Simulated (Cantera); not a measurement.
What does this Cantera script print?

```python
import numpy as np
import cantera as ct

gas = ct.Solution("h2o2.yaml")
gas.TP = 300, 73000
flame = ct.CounterflowDiffusionFlame(gas, width=0.02)
flame.fuel_inlet.X, flame.fuel_inlet.T = {'H2': 1}, 375
flame.oxidizer_inlet.X, flame.oxidizer_inlet.T = {'O2': 0.19, 'N2': 0.81}, 725
flame.set_refine_criteria(ratio=3, slope=0.12, curve=0.24, prune=0.03)
show = ['OH', 'H', 'H2O', 'HO2']

rows = []
print(f"{'mdot':>8s}{'a_max':>10s}{'a_mean':>10s}{'Tmax/K':>9s}" + "".join(f"{s:>11s}" for s in show) + "   (peak mole fractions)")
for i, mdot in enumerate([0.44, 0.6, 0.82, 1.1, 1.5, 2.1, 2.8, 3.8, 5.3, 7.2]):  # kg/m2/s on the oxidiser side
    flame.oxidizer_inlet.mdot, flame.fuel_inlet.mdot = mdot, 0.35 * mdot
    flame.solve(loglevel=0, auto=(i == 0))
    if flame.T.max() < max(375, 725) + 100:
        print(f"{mdot:8.3g}  no burning solution found from the previous one")
        break
    dT = np.abs(np.gradient(flame.T, flame.grid))
    rows.append([flame.strain_rate("max"), flame.strain_rate("mean"), flame.T.max(),
                 *(flame.X[gas.species_index(s)].max() for s in show), max(dT[0], dT[-1]) / dT.max()])
    print(f"{mdot:8.3g}{rows[-1][0]:10.1f}{rows[-1][1]:10.1f}{rows[-1][2]:9.1f}" + "".join(f"{x:11.3e}" for x in rows[-1][3:-1]))
```

It prints:

```
    mdot     a_max    a_mean   Tmax/K         OH          H        H2O        HO2   (peak mole fractions)
    0.44     849.7     226.3   2324.1  2.021e-02  2.412e-02  2.468e-01  4.550e-05
     0.6    1147.9     308.6   2277.3  2.030e-02  2.691e-02  2.441e-01  5.372e-05
    0.82    1551.8     421.7   2221.5  1.998e-02  2.980e-02  2.418e-01  6.231e-05
     1.1    2054.5     565.7   2168.9  1.956e-02  3.277e-02  2.396e-01  6.984e-05
     1.5    2780.8     771.4   2110.8  1.902e-02  3.590e-02  2.375e-01  7.748e-05
     2.1    3853.1    1080.0   2052.9  1.855e-02  3.971e-02  2.351e-01  8.525e-05
     2.8    5151.6    1439.9   1996.1  1.780e-02  4.301e-02  2.329e-01  9.249e-05
     3.8    6979.5    1954.2   1933.8  1.684e-02  4.652e-02  2.304e-01  9.986e-05
     5.3    9699.3    2725.6   1861.6  1.558e-02  5.007e-02  2.275e-01  1.072e-04
     7.2   13129.5    3702.7   1798.5  1.439e-02  5.313e-02  2.244e-01  1.134e-04
```

Computed with Cantera and the H2/O2 subset of GRI-Mech 3.0, which has no nitrogen chemistry. The maximum strain rate includes the flame's own expansion and is several times the mean.
